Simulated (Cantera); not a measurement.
Cantera run:

```python
import numpy as np
import cantera as ct

gas_names = """
    N NO NO2 NO3 N2 N2O O O2 O3 Si SiN SiO SiO2 Si2 Si2N Si3
""".split()
cond_names = """
    Si(cr) Si(L) SiO2(Lqz) SiO2(hqz) SiO2(L) Si2N2O(s) Si3N4(a)
""".split()


def load(file, names, dense=False):
    # The tables refer to 1 bar. Condensed volumes are neglected.
    table = {s.name: s for s in ct.Species.list_from_file(file)}
    out = []
    for n in names:
        d = dict(table[n].input_data)
        d["thermo"] = dict(d["thermo"], **{"reference-pressure": 1e5})
        if dense:
            d["equation-of-state"] = {"model": "constant-volume", "density": "1e6 g/cm^3"}
        out.append(ct.Species.from_dict(d))
    return out


gas = ct.Solution(thermo="ideal-gas", species=load("nasa_gas.yaml", gas_names))
cond = {s.name: ct.Solution(thermo="fixed-stoichiometry", species=[s], name=s.name)
        for s in load("nasa_condensed.yaml", cond_names, dense=True)}
atoms = {
    'Si3N4': {'Si': 3, 'N': 4},
    'N2O': {'N': 2, 'O': 1},
    'N2': {'N': 2},
}
top_T = {'Si2N2O(s)': 2100, 'Si3N4(a)': 2400}  # K; cautious upper limits of use, not melting points


def equilibrate(T, P, feed):
    n = {}
    for name, mol in feed.items():
        for a, k in atoms[name].items():
            n[a] = n.get(a, 0.0) + k * mol
    gas.TPX = T, P, n
    mass = sum(n.values()) * gas.mean_molecular_weight
    gas.equilibrate("TP")
    valid = [c for c in cond.values() if c.min_temp <= T <= top_T.get(c.name, c.max_temp)]
    mix = ct.Mixture([(gas, mass / gas.mean_molecular_weight)] + [(c, 0.0) for c in valid])
    mix.T, mix.P = T, P
    mix.equilibrate("TP", solver="vcs", rtol=1e-11, max_steps=5000)
    return mix


results = []
feed = {'Si3N4': 1, 'N2O': 0.067, 'N2': 270}  # mol
P = 0.95  # Pa
for T in [900, 1000, 1100, 1200, 1300, 1400, 1500, 1600, 1700, 1800, 1900, 2000, 2100]:
    mix = equilibrate(T, P, feed)
    results.append((T, P, feed, dict(zip(mix.species_names, mix.species_moles))))
    x = sorted(zip(gas.X, gas.species_names), reverse=True)
    print(f"T = {T:g} K  P = {P:g} Pa  gas = {mix.phase_moles(0):.4g} mol")
    print("   x: " + "  ".join(f"{s} {v:.3e}" for v, s in x if v > 0.001))
    print("   condensed (mol): " + ("  ".join(f"{mix.phase(i).name} {mix.phase_moles(i):.4g}"
          for i in range(1, mix.n_phases) if mix.phase_moles(i) > 1e-12) or "none"))
```

Result:

```
T = 900 K  P = 0.95 Pa  gas = 270.1 mol
   x: N2 1.000e+00
   condensed (mol): Si2N2O(s) 0.067  Si3N4(a) 0.9553
T = 1000 K  P = 0.95 Pa  gas = 270.1 mol
   x: N2 1.000e+00
   condensed (mol): Si2N2O(s) 0.067  Si3N4(a) 0.9553
T = 1100 K  P = 0.95 Pa  gas = 270.1 mol
   x: N2 1.000e+00
   condensed (mol): Si2N2O(s) 0.067  Si3N4(a) 0.9553
T = 1200 K  P = 0.95 Pa  gas = 270.1 mol
   x: N2 1.000e+00
   condensed (mol): Si2N2O(s) 0.06663  Si3N4(a) 0.9555
T = 1300 K  P = 0.95 Pa  gas = 270.1 mol
   x: N2 9.999e-01
   condensed (mol): Si2N2O(s) 0.03391  Si3N4(a) 0.9663
T = 1400 K  P = 0.95 Pa  gas = 270.2 mol
   x: N2 9.997e-01
   condensed (mol): Si3N4(a) 0.972
T = 1500 K  P = 0.95 Pa  gas = 272.4 mol
   x: N2 9.986e-01  Si 1.108e-03
   condensed (mol): Si(cr) 2.625
T = 1600 K  P = 0.95 Pa  gas = 275 mol
   x: N2 9.894e-01  Si 1.026e-02
   condensed (mol): Si(cr) 0.05956
T = 1700 K  P = 0.95 Pa  gas = 275.1 mol
   x: N2 9.891e-01  Si 1.062e-02
   condensed (mol): none
T = 1800 K  P = 0.95 Pa  gas = 275.1 mol
   x: N2 9.891e-01  Si 1.064e-02
   condensed (mol): none
T = 1900 K  P = 0.95 Pa  gas = 275.1 mol
   x: N2 9.891e-01  Si 1.065e-02
   condensed (mol): none
T = 2000 K  P = 0.95 Pa  gas = 275.1 mol
   x: N2 9.891e-01  Si 1.065e-02
   condensed (mol): none
T = 2100 K  P = 0.95 Pa  gas = 275.1 mol
   x: N2 9.891e-01  Si 1.066e-02
   condensed (mol): none
```

Equilibrium computed with Cantera from the NASA thermochemical tables; the gas is ideal and each condensed phase is pure. Mutual solubility and eutectic melting of coexisting phases are not modelled. The tables' values for SiN are old estimates; treat these amounts as uncertain.
